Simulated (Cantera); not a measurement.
# Equilibrium for silicon nitride deposition: SiF4 + N2

Input: 1 mol SiF4, 0.3 mol N2, held at 502 °C and 1.00 bar.

Equilibrium computed with Cantera from the NASA thermochemical tables; the gas is ideal and each condensed phase is pure. Candidate condensed phases: Si, Si3N4; 16 gas species. Rates play no part.

```yaml
x(SiF4): 0.769
x(N2): 0.231
gas_amount: 1.300 mol
log10 activity of Si(s) (absent): -52.04
```
